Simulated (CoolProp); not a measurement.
A simple Rankine cycle with dimethyl carbonate: condensing at 322.15 K, boiler at 0.357 MPa, turbine inlet 413.6 K, turbine efficiency 0.8, pump efficiency 0.8, no recuperator. Each further row changes one setting.

Values from CoolProp's reference Helmholtz-energy equation of state, Zhou 2011.

```json
[
 {"case": "as stated", "thermal efficiency (%)": "14.3", "net work (kJ/kg)": "74.4", "heat in (kJ/kg)": "519", "turbine exit temperature (K)": "354.5", "volume ratio over the turbine": "14.6"},
 {"case": "turbine inlet 433.6 K", "thermal efficiency (%)": "14.3", "net work (kJ/kg)": "78.7", "heat in (kJ/kg)": "550", "turbine exit temperature (K)": "374.2", "volume ratio over the turbine": "14.6"},
 {"case": "condensing temperature 314.15 K", "thermal efficiency (%)": "15.5", "net work (kJ/kg)": "83.0", "heat in (kJ/kg)": "534", "turbine exit temperature (K)": "347.8", "volume ratio over the turbine": "20.4"},
 {"case": "boiler pressure 0.25 MPa", "thermal efficiency (%)": "12.7", "net work (kJ/kg)": "66.3", "heat in (kJ/kg)": "522", "turbine exit temperature (K)": "362.7", "volume ratio over the turbine": "10.3"},
 {"case": "turbine efficiency 0.7", "thermal efficiency (%)": "12.5", "net work (kJ/kg)": "65.0", "heat in (kJ/kg)": "519", "turbine exit temperature (K)": "361.5", "volume ratio over the turbine": "14.9"}
]
```
